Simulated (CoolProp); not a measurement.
Vapour-liquid equilibrium of propylene (1) + n-hexane (2) at 218 kPa; x and y are mole fractions of (1).

Model: multi-fluid Helmholtz-energy mixture model, Lemmon 2013 and Thol 2019; pair parameters Bell 2016, in CoolProp.

| x | bubble temperature (K) | y at the bubble point | dew temperature at overall composition x (K) | liquid density (mol/L) |
|---|---|---|---|---|
| 0.05 | 334.6 | ___ | ___ | 7.347 |
| 0.15 | 299.4 | 0.906 | 362.2 | 8.096 |
| 0.25 | 284.0 | 0.957 | 357.7 | 8.673 |
| 0.35 | 274.7 | 0.975 | 352.7 | 9.229 |
| 0.45 | 267.8 | 0.985 | 347.1 | 9.810 |
| 0.55 | 262.0 | 0.991 | 340.6 | 10.43 |
| 0.65 | 257.0 | 0.994 | 333.0 | ___ |
| 0.75 | 252.6 | 0.997 | 323.4 | 11.84 |
| 0.85 | 248.7 | ___ | 310.3 | 12.63 |
| 0.95 | 245.4 | 1.000 | 286.7 | 13.49 |

**Question.** Some entries are withheld; supply them.

**Answer.** 
- 0.05, y at the bubble point: 0.631
- 0.05, dew temperature at overall composition x (K): 366.5
- 0.65, liquid density (mol/L): 11.11
- 0.85, y at the bubble point: 0.999

No azeotrope shows between x = 0.05 and 0.95.

The pair parameters rest on a limited set of measurements; away from them the model extrapolates. The gap from Raoult's law changes sign with composition, which may be real or a fault of the pair parameters; it wasn't checked against measurements.
